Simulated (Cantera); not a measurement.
## Silicon carbide growth: SiH2Cl2 + CH4 + H2

Input: 1 mol SiH2Cl2, 0.14 mol CH4, 16 mol H2, held at 2025 °C and 7.43 Torr.

Method: chemical equilibrium by Gibbs-energy minimisation in Cantera with the NASA 1993 tables (ideal gas, pure condensed phases). Candidate condensed phases: C, C6H6, C7H8, C8H18, Si, SiC; 109 gas species. The tables' values for SiCl are old estimates; treat these amounts as uncertain. Gases not in the tables: Si2H6 and higher silanes. The numbers say what is thermodynamically allowed, not how fast it happens.

```
Property                                    Result
--------------------------------------  ----------
x(H2)                                        0.782
x(H)                                        0.0851
x(HCl)                                      0.0809
x(Si)                                       0.0328
x(Cl)                                      0.00634
x(SiCl2)                                   0.00522
x(Si2C)                                    0.00265
x(SiCl)                                    0.00254
x(SiH)                                     0.00106
n(SiC(s))                               0.0362 mol
gas amount                               19.96 mol
log10 activity of C(graphite) (absent)       -0.40
log10 activity of Si(l) (absent)             -0.45
```
